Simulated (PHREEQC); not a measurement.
Make-up at 30 °C: 0.077 mol K2CO3, 0.0092 mol K2SO4 and 0.011 mol H3BO3 per kg of water. Closed to the air; pH follows from the charge balance.

The numbers come from PHREEQC with the ion-association model, phreeqc.dat.

Precipitation was switched off in this run.

Predict the pH, ionic strength.

pH 10.63; ionic strength 0.242 mol/kgw.

In which forms is B present?

H2BO3- 97 %, H3BO3 2.5 % of the B.
